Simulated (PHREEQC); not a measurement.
A solution holds 0.0079 mol/kgw CuSO4, 0.0081 mol/kgw HBF4 and 0.17 mol/kgw NaCl, at 50 °C. Closed to the air; pH follows from the charge balance.

Model: ion-association model, phreeqc.dat, run in PHREEQC.

Each row changes one thing in this solution. Precipitation was switched off in this run.

| case | pH | ionic strength (mol/kgw) | HF (mol/kgw) | BF4- (mol/kgw) | SO4-2 (mol/kgw) | H3BO3 (mol/kgw) |
|---|---|---|---|---|---|---|
| as made | 2.33 | 0.197 | 0.00671 | 0.00569 | 0.00468 | 0.00169 |
| diluted 100-fold with water | 3.68 | 0.00222 | 0.000103 | 2.13e-10 | 7.52e-5 | (withheld) |
| CuSO4 replaced by NH4HSO4 at the same molality | 2.02 | 0.193 | 0.00777 | 0.00562 | 0.00407 | 0.00189 |
| diluted 5-fold with water | 2.86 | 0.0408 | 0.00316 | 0.000421 | 0.00121 | 0.00103 |
| CuSO4 from 0.0079 to 0.0158 mol/kgw | 2.39 | 0.215 | 0.00646 | 0.00569 | 0.00924 | 0.00166 |
| NaCl left out | 2.35 | 0.0277 | 0.00714 | 0.00562 | 0.00415 | (withheld) |
| temperature from 50 to 90 °C | 2.51 | (withheld) | 0.0120 | (withheld) | 0.00406 | 0.00295 |
| diluted 2-fold with water | 2.58 | 0.0998 | 0.00502 | 0.00222 | 0.00266 | 0.00140 |
| temperature from 50 to 80 °C | 2.45 | 0.191 | 0.0104 | 0.00462 | 0.00422 | (withheld) |

Problem. Complete the blanks.

Solution. 
- diluted 100-fold with water, H3BO3 (mol/kgw): 8.10e-5
- NaCl left out, H3BO3 (mol/kgw): 0.00178
- temperature from 50 to 90 °C, ionic strength (mol/kgw): 0.190
- temperature from 50 to 90 °C, BF4- (mol/kgw): 0.00417
- temperature from 50 to 80 °C, H3BO3 (mol/kgw): 0.00258

Species that the database lacks are ignored. Away from 25 °C the constants follow the database's enthalpies or fits; those with neither stay at their 25 °C values. Real BF4- forms and hydrolyses slowly; the run takes it at equilibrium.
